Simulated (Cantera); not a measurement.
A diamond (100) surface in a fixed gas of H2 with x(CH4) = 0.014, x(CH3) = 0.00086, at 1275 K, 15.8 Torr; coverages are run to steady state.

Computed with Cantera and the Harris–Goodwin 1993 mechanism for the reconstructed diamond (100) surface.

One state of this run: growth (µm/h) = 14.7; θ c6HH = 0.389; θ c6H* = 0.0473; θ c6*H = 0.519; θ c6** = 0.0434; θ c6HM = 0.000667. θ: site fractions in the mechanism's names (c6HH fully hydrogenated, c6H* and c6*H radical sites, c6** diradical, c6HM methylated).

Problem. Which value of x(H) does it belong to?
(A) 0.061
(B) 0.0098
(C) 0.15
(D) 0.025

Solution. C, 0.15
